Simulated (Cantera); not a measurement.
Input: 1 mol NF3, 0.028 mol O2, 1.5 mol H2, held at 120000 Torr.

Equilibrium computed with Cantera from the NASA thermochemical tables; the gas is ideal and each condensed phase is pure. Candidate condensed phases: H2O; 40 gas species. The ideal-gas law is rough above about 30 bar. The numbers say what is thermodynamically allowed, not how fast it happens.

x: gas mole fraction; nothing condenses.

| T (K) | x HF | x N2 | x F | x O2 |
|---|---|---|---|---|
| 2300 | 0.848 | 0.141 | 0.000867 | 0.00708 |
| 2450 | 0.848 | 0.141 | 0.00144 | 0.00672 |
| 2600 | 0.847 | 0.141 | 0.00225 | 0.00625 |
| 2750 | 0.845 | 0.140 | … | … |
| 2900 | 0.843 | 0.140 | … | … |
| 3050 | 0.841 | 0.140 | 0.00652 | 0.00429 |
| 3200 | 0.838 | 0.140 | 0.00869 | 0.00352 |

### Question
What belongs in the gaps?

### Answer

- 2750, x F: 0.00334
- 2750, x O2: 0.00569
- 2900, x F: 0.00475
- 2900, x O2: 0.00503
